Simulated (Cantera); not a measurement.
Feed: 1 mol AlCl3, 63 mol N2, 600 mol H2, held at 10000 Pa.

Method: chemical equilibrium by Gibbs-energy minimisation in Cantera with the NASA 1993 tables (ideal gas, pure condensed phases). Candidate condensed phases: Al, AlCl3, AlN, NH4Cl; 20 gas species. The tables' values for AlCl2 are old estimates; treat these amounts as uncertain. Kinetics and transport are ignored. All values below are at 1673 K.

Base state: H2 0.901, N2 0.0946, HCl 0.00316, AlCl 0.00129, H 0.000342, AlCl2 2.70e-5 (mole fractions); condensed: AlN(s).

Task: What changes in the equilibrium state with this change: pressure from 10000 Pa to 13300 Pa?

Result: 
```tsv
species	before	after
H2	0.901	0.901
N2	0.0946	0.0945
HCl	0.00316	0.00341
AlCl	0.00129	0.00104
H	0.000342	0.000296
AlCl2	2.70e-5	2.72e-5
AlN(s), mol	0.124	0.288
```
